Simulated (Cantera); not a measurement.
Ta(OEt)5 + H2O + H2 (tantalum, niobium, vanadium and zirconium in process gases)

Input: 1 mol Ta(OEt)5, 4.1 mol H2O, 80 mol H2, equilibrated at 973.15 K and 1330 Pa.

Cantera equilibrium calculation (NASA polynomials, part measured and part estimated; ideal gas, pure solids and liquids). Candidate condensed phases: C, C6H6, C7H8, C8H18, H2O, Ta, TaC, Ta2O5; 113 gas species. The feed counts by its element totals alone. Kinetics and transport are ignored.

```
Item                                  Result
---------------------------------  ---------
x(H2)                                  0.934
x(CO)                                 0.0635
x(CH4)                               0.00149
x(H2O)                              0.000491
x(CO2)                               5.37e-5
n(C(graphite))                      3.30 mol
n(Ta2O5(s))                        0.500 mol
gas amount                         103.0 mol
log10 activity of TaC(s) (absent)      -1.58
log10 activity of Ta(s) (absent)       -9.15
```
